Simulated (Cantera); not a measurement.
Input: 1 mol SiHCl₃, 0.17 mol C₂H₂, 18 mol H₂, at 750 Torr.

Equilibrium computed with Cantera from the NASA thermochemical tables; the gas is ideal and each condensed phase is pure. Candidate condensed phases: C, C₆H₆, C₇H₈, C₈H₁₈, Si, SiC; 109 gas species. Mutual solubility and eutectic melting of coexisting phases are not modelled. The tables' values for SiCl, SiCl₃ are old estimates; treat these amounts as uncertain. Gases not in the tables: Si₂H₆ and higher silanes. Kinetics and transport are ignored.

### Question
At 1950 °C, list the 4 most abundant gas species with their mole fractions, and the condensed phases.

### Answer
H₂ 0.868, HCl 0.101, SiCl₂ 0.0224, H 0.00597. Condensed: Si(l) + SiC(s).
